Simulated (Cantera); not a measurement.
Charge: 1 mol NH₃, 0.67 mol O₂, 1.3 mol N₂, 0.27 mol H₂O, held at 2000 K and 0.683 Torr.

Cantera equilibrium calculation (NASA polynomials, part measured and part estimated; ideal gas, pure solids and liquids). Candidate condensed phases: H₂O; 24 gas species. Rates play no part.

Base state: N₂ 0.494, H₂O 0.420, H₂ 0.0555, H 0.0127, OH 0.00960, O₂ 0.00524, O 0.00161, NO 0.000958 (mole fractions); condensed: gas only.

Task: What changes in the equilibrium state with this change: NH₃ replaced by HF?

Result: 
```json
[
 {"species": "N₂", "before": "0.494", "after": "0.395"},
 {"species": "HF", "before": "0", "after": "0.305"},
 {"species": "O₂", "before": "0.00524", "after": "0.196"},
 {"species": "H₂O", "before": "0.420", "after": "0.0749"},
 {"species": "H₂", "before": "0.0555", "after": "0.00162"},
 {"species": "H", "before": "0.0127", "after": "0.00217"},
 {"species": "OH", "before": "0.00960", "after": "0.0100"},
 {"species": "F", "before": "0", "after": "0.000168"},
 {"species": "O", "before": "0.00161", "after": "0.00982"}
]
```
